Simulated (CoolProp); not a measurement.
Vapour pressure (bar) of R22: the reference equation beside estimates from Tc = 369.3 K, pc = 49.90 bar, ω = 0.221. Clausius-Clapeyron is anchored at 282 K with a constant enthalpy of vaporisation of 17.09 kJ/mol.

Computed with CoolProp (reference Helmholtz-energy equation of state, Kamei 1995).

```csv
T (K),reference,Lee-Kesler,Clausius-Clapeyron,van der Waals,Redlich-Kwong,Soave-Redlich-Kwong,Peng-Robinson
249.3,2.109,2.103,2.528,8.292,3.188,2.103,2.105
254.8,2.613,2.610,3.020,9.289,3.858,2.609,2.605
260.2,3.192,3.194,3.571,10.34,4.609,3.192,3.180
265.7,3.879,3.886,4.205,11.49,5.477,3.885,3.861
271.1,4.656,4.669,___,12.69,6.438,4.670,4.634
276.6,5.563,5.583,5.704,14.00,7.533,5.588,5.536
282,6.577,6.602,6.577,15.37,8.729,6.615,6.546
287.5,7.745,7.776,7.561,16.85,10.08,7.800,7.712
292.9,9.037,9.071,8.627,18.38,11.54,9.111,9.002
298.4,10.51,10.55,9.818,20.03,13.17,10.61,10.48
303.8,12.12,12.16,11.10,21.74,14.92,12.25,12.09
309.3,13.94,13.98,12.52,23.57,16.86,14.10,13.92
314.7,15.92,___,14.03,25.46,18.92,16.12,15.91
320.2,18.15,18.17,15.69,27.48,21.19,18.37,18.15
325.7,20.59,20.60,17.49,___,23.63,20.86,20.61
```

Task: What belongs in the gaps?

Result: 
- 271.1, Clausius-Clapeyron: 4.906
- 314.7, Lee-Kesler: 15.95
- 325.7, van der Waals: 29.59

Absolute difference from the reference over all 15 rows, mean and median: Lee-Kesler 0.3 and 0.3 %, Clausius-Clapeyron 9.1 and 8.4 %, van der Waals 136.1 and 117.6 %, Redlich-Kwong 31.2 and 30.1 %, Soave-Redlich-Kwong 0.7 and 0.7 %, Peng-Robinson 0.3 and 0.3 %.
